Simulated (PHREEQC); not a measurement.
Solution (55 °C): 0.34 mol KH2PO4 and 0.0067 mol NH3 per kg of water. Closed to the air; pH follows from the charge balance.

The numbers come from PHREEQC with the ion-association model, phreeqc.dat.

```yaml
pH: 4.93
ionic_strength: 0.352 mol/kgw
activity_of_water: 0.988
specific_conductance: 47200 µS/cm
density: 1.017 g/cm³
total_alkalinity: 6.70 meq/kg
```

| species | molality | activity | log γ |
|---|---|---|---|
| K+ | 0.339 | 0.222 | -0.184 |
| H2PO4- | 0.332 | 0.233 | -0.155 |
| NH4+ | 0.00670 | 0.00409 | -0.214 |
| HPO4-2 | 0.00634 | 0.00144 | -0.644 |
| KHPO4- | 0.000889 | 0.000622 | -0.155 |
| H3PO4 | 0.000512 | 0.000555 | 0.035 |
| H+ | 1.53e-5 | 1.17e-5 | -0.115 |
| NH3 | 1.25e-6 | 1.35e-6 | 0.035 |
| OH- | 9.56e-9 | 6.18e-9 | -0.189 |
| PO4-3 | 3.89e-9 | 9.54e-11 | -1.610 |

No solid was allowed to form. Complexes and solids missing from the database can't appear. At this temperature some constants are extrapolated from 25 °C, and those without enthalpy data are left unchanged.
